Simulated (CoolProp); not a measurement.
Properties of R410A along the isobar 5.92 MPa.

Model: reference Helmholtz-energy equation of state, Lemmon 2003, in CoolProp. It is a pseudo-pure fit of the blend.

```
T (°C)          phase  cp (kJ/(kg K))  Joule-Thomson coefficient (K/MPa)
------  -------------  --------------  ---------------------------------
53.55          liquid           1.923                             0.7452
63.15          liquid           2.235                              1.303
72.75   supercritical           3.248                              2.739
82.45   supercritical           7.675                              9.030
92.05   supercritical           2.746                              9.867
101.75  supercritical           1.998                              9.245
111.35  supercritical           1.703                              8.545
120.95  supercritical           1.544                              7.888
130.65  supercritical           1.445                              7.285
140.25  supercritical           1.380                              6.748
149.95  supercritical           1.335                              6.261
159.55  supercritical           1.303                              5.827
169.15  supercritical           1.280                              5.435
178.85  supercritical           1.264                              5.076
```

The peak of cp marks the crossing from liquid-like to gas-like fluid above the critical point.
